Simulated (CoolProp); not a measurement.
Vapour-liquid equilibrium of R125 (1) + cyclopropane (2) at 0.91 MPa; x and y are mole fractions of (1).

Values from CoolProp's multi-fluid Helmholtz-energy mixture model, Lemmon 2005 and Polt 1992; pair parameters Bell 2016. This equation is an older, rougher fit; its heat capacities, sound speeds and derivatives of the liquid may be far off and weren't checked against measurements.

```tsv
x	bubble temperature, mixture model (°C)	bubble temperature, Raoult's law (°C)	y, mixture model	y, Raoult's law
0.05	26.9	32.0	0.178	0.091
0.2	16.2	27.3	0.439	0.322
0.35	12.0	23.3	0.548	0.506
0.5	9.9	19.7	0.622	0.656
0.65	8.8	16.4	0.696	0.780
0.8	8.5	13.5	0.793	0.885
0.95	9.4	10.9	0.937	0.973
```

The largest gap from Raoult's law is -11.3 K in bubble temperature, at x = 0.35. y crosses x between x = 0.65 and 0.8: the model has an azeotrope there.

The pair parameters rest on a limited set of measurements; away from them the model extrapolates.
